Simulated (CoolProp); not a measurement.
Model: reference Helmholtz-energy equation of state, Lemmon 2003, in CoolProp. It is a pseudo-pure fit of the blend.

**Question.** For R507A, give the phase and the Joule-Thomson coefficient (K/MPa), conductivity (mW/(m K)), Prandtl number at 363.4 K and 0.0737 MPa; 392.5 K and 0.0256 MPa.

**Answer.** 
- 363.4 K and 0.0737 MPa: gas; Joule-Thomson coefficient 8.99, conductivity 18.2, Prandtl number 0.794
- 392.5 K and 0.0256 MPa: gas; Joule-Thomson coefficient 7.17, conductivity 20.3, Prandtl number 0.799

Viscosity comes from a separate model (Geller 2000). Thermal conductivity comes from a separate model (Geller 2001).
